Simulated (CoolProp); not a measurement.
Octamethylcyclotetrasiloxane (D4) at several states: Z from the reference equation and from simpler models built on Tc = 586.5 K, pc = 13.47 bar, ω = 0.598; each cubic takes its own stable root.

The numbers come from the reference Helmholtz-energy equation of state, Thol 2015 in CoolProp.

```
T (K)  p (bar)          phase  reference  van der Waals  Redlich-Kwong  Soave-Redlich-Kwong  Peng-Robinson
-----  -------  -------------  ---------  -------------  -------------  -------------------  -------------
346.1     7.92         liquid    0.09101         0.1587         0.1082               0.1013        0.09009
442.2     2.87         liquid    0.02985         0.8588        0.03629              0.03288        0.02907
324.3     7.36         liquid    0.08781         0.1540         0.1046              0.09849        0.08767
609.8     21.4  supercritical     0.3081         0.3795         0.3351               0.3727         0.3432
618.8     3.06            gas     0.9323         0.9377         0.9310               0.9356         0.9275
```

At some of these states van der Waals gives the other phase, because its saturation line lies elsewhere.
